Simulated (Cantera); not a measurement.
Input: 1 mol SiCl4, 1.4 mol HCl, a varied amount of H2, 1 mol Cl2, held at 1323 K and 210 Torr.

These are equilibrium values from Cantera (NASA tables, ideal gas, pure condensed phases), not measurements of a reactor. Candidate condensed phases: Si; 19 gas species. Equilibrium is a limit: real reactors are often held back by kinetics, nucleation or transport.

### Question
At 0.3 mol H2, list the 4 most abundant gas species with their mole fractions, and the condensed phases.

### Answer
HCl 0.537, SiCl4 0.269, Cl2 0.182, Cl 0.0122. Condensed: gas only.
